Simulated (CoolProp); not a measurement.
Vapour-liquid equilibrium of n-heptane (1) + ethylbenzene (2) at 121.05 °C; x and y are mole fractions of (1).

The numbers come from the multi-fluid Helmholtz-energy mixture model, Span 2003 and Zhou 2012; pair parameters Bell 2016 in CoolProp.

| x | bubble pressure, mixture model (kPa) | bubble pressure, Raoult's law (kPa) | y, mixture model | y, Raoult's law |
|---|---|---|---|---|
| 0.05 | 75.10 | 72.40 | 0.157 | 0.130 |
| 0.2 | 98.38 | 90.75 | 0.445 | 0.416 |
| 0.35 | 118.2 | 109.1 | 0.611 | 0.605 |
| 0.5 | 135.8 | 127.5 | 0.727 | 0.740 |
| 0.65 | 152.2 | 145.8 | 0.819 | 0.841 |
| 0.8 | 167.9 | 164.2 | 0.900 | 0.919 |
| 0.95 | 183.4 | 182.5 | 0.975 | 0.982 |

The largest gap from Raoult's law is +8.4 % in bubble pressure, at x = 0.2. No azeotrope shows between x = 0.05 and 0.95.

Pair parameters are fitted to limited data, so mixtures are less certain than the pure fluids.
